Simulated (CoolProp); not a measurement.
Vapour-liquid equilibrium of CHF3 (R23) (1) + R143a (2) at 10.1 bar; x and y are mole fractions of (1).

Computed with CoolProp (multi-fluid Helmholtz-energy mixture model, Penoncello 2003 and Lemmon and Jacobsen 2000; pair parameters Bell 2016).

### Question
Give the bubble temperature and the first vapour's composition at x = 0.05, 0.2, 0.8. Is there an azeotrope?

### Answer
x = 0.05: 286.4 K, y = 0.116; x = 0.2: 276.4 K, y = 0.412; x = 0.8: 248.7 K, y = 0.931. No azeotrope shows between x = 0.05 and 0.95.

The pair parameters rest on a limited set of measurements; away from them the model extrapolates.
